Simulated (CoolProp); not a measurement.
CH2F2 (R32) along the isobar 4.67 MPa: density (kg/m³) from the reference equation and from simpler models built on Tc = 78.1 °C, pc = 5.783 MPa, ω = 0.277; each cubic takes its own stable root.

Values from CoolProp's reference Helmholtz-energy equation of state, Tillner-Roth 1997.

```json
[
 {"T (°C)": "34.85", "phase": "liquid", "reference": "937.3"},
 {"T (°C)": "40.95", "phase": "liquid", "reference": "908.7"},
 {"T (°C)": "47.05", "phase": "liquid", "reference": "877.0"},
 {"T (°C)": "53.15", "phase": "liquid", "reference": "840.9"},
 {"T (°C)": "59.15", "phase": "liquid", "reference": "798.3"},
 {"T (°C)": "65.25", "phase": "liquid", "reference": "740.5"},
 {"T (°C)": "71.35", "phase": "gas", "reference": "161.4"},
 {"T (°C)": "77.45", "phase": "gas", "reference": "142.4"},
 {"T (°C)": "83.55", "phase": "gas", "reference": "130.4"},
 {"T (°C)": "89.55", "phase": "gas", "reference": "121.8"},
 {"T (°C)": "95.65", "phase": "gas", "reference": "114.8"}
]
```

Question: How far does each simpler model (Redlich-Kwong, Peng-Robinson) lie from the reference over these 11 states: mean and median of the absolute difference, and the worst?

Answer: 
- Redlich-Kwong: mean 23.2 %, median 27.9 %, worst -78.0 % at 65.25 °C and 4.67 MPa
- Peng-Robinson: mean 10.4 %, median 14.2 %, worst -21.2 % at 65.25 °C and 4.67 MPa

At some of these states Redlich-Kwong gives the other phase, because its saturation line lies elsewhere.
